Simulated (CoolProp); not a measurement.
A Linde-Hampson liquefier for normal hydrogen: isothermal reversible compression at 300 K from 1 atm to 30 MPa, throttling to 1 atm, return gas leaving the recuperator 2 K below the feed. Each further row changes one setting.

Computed with CoolProp (reference Helmholtz-energy equation of state, Leachman 2009).

```tsv
case	compression work (kJ/kg of gas)
as stated	7270
high pressure 60 MPa	8360
warm-end temperature 330 K	7970
warm-end gap 7 K	7270
```
